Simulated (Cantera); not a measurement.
Premixed flame

A freely propagating, adiabatic, planar premixed flame of 21.3 % H2, 19.8 % O2, 58.8 % N2, unburnt at 573 K and 87000 Pa; mixture-averaged transport, grid criteria slope 0.08 and curve 0.16, no radiation.

Cantera simulation using the H2/O2 subset of GRI-Mech 3.0, which has no nitrogen chemistry; the numbers are that mechanism's predictions, not measurements. Burning velocities carry a grid error of a few per cent, more on coarse grids. Lean hydrogen flames are cellular in practice and burn faster than this planar one.

```tsv
z (mm)	T (K)	u (m/s)	x H2	x O2	x O	x HO2	x OH	x H2O2
-1.39	573	4.48	0.213	0.198	<1e-8	<1e-8	<1e-8	<1e-8
-0.929	573	4.48	0.213	0.198	<1e-8	<1e-8	<1e-8	<1e-8
-0.697	573	4.48	0.213	0.198	<1e-8	3.91e-8	<1e-8	<1e-8
-0.465	573	4.48	0.212	0.198	2.11e-8	1.95e-6	<1e-8	1.95e-8
-0.232	610	4.70	0.199	0.200	1.58e-5	0.000298	0.000101	1.14e-5
-0.116	840	6.29	0.158	0.195	0.000502	0.000216	0.000881	2.12e-5
0	1214	8.85	0.0818	0.161	0.00579	0.000114	0.00389	8.89e-6
0.116	1485	10.7	0.0295	0.120	0.0133	6.88e-5	0.00951	4.26e-6
0.232	1630	11.7	0.0160	0.106	0.0150	4.94e-5	0.0125	2.25e-6
0.465	1778	12.7	0.0115	0.102	0.0125	3.37e-5	0.0143	1.13e-6
0.929	1909	13.5	0.00799	0.101	0.00847	2.07e-5	0.0142	6.20e-7
1.86	2011	14.2	0.00457	0.101	0.00472	1.12e-5	0.0121	3.73e-7
3.72	2074	14.5	0.00216	0.101	0.00221	6.04e-6	0.00892	2.44e-7
```
x: mole fraction of selected species; z is measured from the peak of heat release.

- laminar burning velocity = 448 cm/s
- thermal thickness = 0.465 mm
- peak x(O) = 0.0150
- peak x(HO2) = 0.000325
- peak x(OH) = 0.0145
- peak x(H2O2) = 2.28e-5
